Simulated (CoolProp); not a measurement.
Vapour-liquid equilibrium of R134a (1) + n-butane (2) at 320.3 K; x and y are mole fractions of (1).

The numbers come from the multi-fluid Helmholtz-energy mixture model, Tillner-Roth 1994 and Bücker 2006; pair parameters Bell 2016 in CoolProp.

Question: Give the bubble pressure and the first vapour's composition at x = 0.05, 0.125, 0.95. Is there an azeotrope?

Answer: x = 0.05: 0.6405 MPa, y = 0.282; x = 0.125: 0.8379 MPa, y = 0.461; x = 0.95: 1.260 MPa, y = 0.934. y crosses x between x = 0.8 and 0.875: the model has an azeotrope there.

The pair parameters rest on a limited set of measurements; away from them the model extrapolates. With so large a gap from Raoult's law the liquid may split in two, which this calculation doesn't test in full.
